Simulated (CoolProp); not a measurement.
Saturation properties of carbon monoxide (Tc = 132.9 K, pc = 34.98 bar, ω = 0.050).

Values from CoolProp's reference Helmholtz-energy equation of state, Lemmon 2006. It is a short technical equation, of lower accuracy than the large ones.

| T (K) | p (bar) | liquid density (kg/m³) | vapour density (kg/m³) | enthalpy of vaporisation (kJ/kg) | surface tension (mN/m) |
|---|---|---|---|---|---|
| 84 | 1.315 | 782.8 | 5.549 | 211.3 | 9.02 |
| 86.5 | 1.704 | 771.5 | 7.056 | 207.7 | 8.49 |
| 89.1 | 2.193 | 759.6 | 8.930 | 203.7 | 7.94 |
| 91.7 | 2.781 | 747.3 | 11.16 | 199.4 | 7.41 |
| 94.2 | 3.449 | 735.1 | 13.68 | 195.2 | 6.89 |
| 96.8 | 4.262 | 722.1 | 16.74 | 190.4 | 6.36 |
| 99.3 | 5.167 | 709.1 | 20.15 | 185.6 | 5.86 |
| 101.9 | 6.249 | 695.1 | 24.27 | 180.3 | 5.34 |
| 104.4 | 7.435 | 681.2 | 28.84 | 174.8 | 4.85 |
| 107 | 8.831 | 666.0 | 34.33 | 168.7 | 4.34 |
| 109.5 | 10.34 | 650.6 | 40.42 | 162.4 | 3.86 |
| 112.1 | 12.10 | 633.7 | 47.75 | 155.3 | 3.38 |
| 114.7 | 14.07 | 615.8 | 56.29 | 147.5 | 2.89 |

It boils at 81.6 K under 1 atm.

Surface tension comes from a separate correlation (Mulero 2012).
